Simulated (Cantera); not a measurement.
Charge: 1 mol SiCl4, 0.8 mol Cl2, 17 mol H2, equilibrated at 105 Torr.

These are equilibrium values from Cantera (NASA tables, ideal gas, pure condensed phases), not measurements of a reactor. Candidate condensed phases: Si; 19 gas species. The tables' values for SiCl3 are old estimates; treat these amounts as uncertain. The numbers say what is thermodynamically allowed, not how fast it happens.

x: gas mole fraction; nothing condenses.

| T (K) | x H2 | x HCl | x SiCl4 | x SiCl2 | x SiCl3 | x SiHCl3 |
|---|---|---|---|---|---|---|
| 850 | 0.861 | 0.0860 | 0.0523 | 2.72e-8 | 4.48e-6 | 0.000869 |
| 925 | 0.860 | 0.0870 | 0.0513 | 8.19e-7 | 3.25e-5 | 0.00184 |
| 1000 | 0.858 | 0.0887 | 0.0496 | 1.41e-5 | 0.000170 | 0.00338 |
| 1075 | 0.855 | 0.0916 | 0.0468 | ? | 0.000669 | ? |
| 1150 | 0.850 | 0.0969 | 0.0423 | 0.00106 | 0.00202 | 0.00753 |
| 1225 | 0.840 | 0.107 | 0.0348 | 0.00467 | 0.00453 | 0.00850 |
| 1300 | 0.823 | ? | ? | ? | 0.00727 | ? |
| 1375 | 0.804 | 0.144 | 0.0142 | 0.0236 | 0.00855 | 0.00505 |
| 1450 | 0.789 | 0.160 | 0.00674 | 0.0335 | 0.00787 | 0.00286 |

### Question
Fill in the missing entries.

### Answer

- 1300, x HCl: 0.125
- 1300, x SiCl4: 0.0246
- 1300, x SiCl2: 0.0128
- 1300, x SiHCl3: 0.00740
- 1075, x SiCl2: 0.000151
- 1075, x SiHCl3: 0.00543
